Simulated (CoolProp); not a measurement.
Model: reference Helmholtz-energy equation of state, de Reuck 1993, in CoolProp.

Problem. Give the vapour pressure (MPa), liquid density (kg/m³), enthalpy of vaporisation (kJ/kg) of saturated methanol at 29.55 °C.

Solution. 
```tsv
T (°C)	p (MPa)	liquid density (kg/m³)	enthalpy of vaporisation (kJ/kg)
29.55	0.0214	782	1160
```
